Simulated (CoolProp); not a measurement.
Computed with CoolProp (reference Helmholtz-energy equation of state, Bücker 2006).

### Question
Give the vapour pressure (MPa), enthalpy of vaporisation (kJ/kg), liquid cp (kJ/(kg K)), surface tension (mN/m) of saturated isobutane at 45.05 °C.

### Answer
```
T (°C)  p (MPa)  enthalpy of vaporisation (kJ/kg)  liquid cp (kJ/(kg K))  surface tension (mN/m)
------  -------  --------------------------------  ---------------------  ----------------------
45.05     0.605                               305                   2.57                    7.81
```

Surface tension comes from a separate correlation (Mulero 2012).
